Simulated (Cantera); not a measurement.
Feed: 1 mol Si₃H₈, 3.4 mol HCl, 180 mol H₂, equilibrated at 875 °C and 0.540 bar.

Equilibrium computed with Cantera from the NASA thermochemical tables; the gas is ideal and each condensed phase is pure. Candidate condensed phases: Si; 19 gas species. The feed counts by its element totals alone. The tables' values for SiCl₃ are old estimates; treat these amounts as uncertain. The numbers say what is thermodynamically allowed, not how fast it happens.

Base state: H₂ 0.986, HCl 0.0115, SiHCl₃ 0.000993, SiCl₄ 0.000576, SiCl₂ 0.000294, SiH₂Cl₂ 0.000214, SiCl₃ 0.000124, SiH₃Cl 1.25e-5 (mole fractions); condensed: Si(s).

**Question.** What changes in the equilibrium state with this change: H₂ from 180 to 120 mol?

**Answer.** 
```csv
species,before,after
H₂,0.986,0.982
HCl,0.0115,0.0140
SiHCl₃,0.000993,0.00181
SiCl₄,0.000576,0.00128
SiCl₃,0.000124,0.000226
"Si(s), mol",2.59,2.48
```
